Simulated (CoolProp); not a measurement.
A Linde-Hampson liquefier for normal hydrogen: isothermal reversible compression at 280 K from 1 atm to 20 MPa, throttling to 1 atm, return gas leaving the recuperator 5 K below the feed. Each further row changes one setting.

The numbers come from the reference Helmholtz-energy equation of state, Leachman 2009 in CoolProp.

| case | compression work (kJ/kg of gas) |
|---|---|
| as stated | 6250 |
| high pressure 40 MPa | 7200 |
| warm-end temperature 310 K | 6910 |
| warm-end gap 10 K | 6250 |
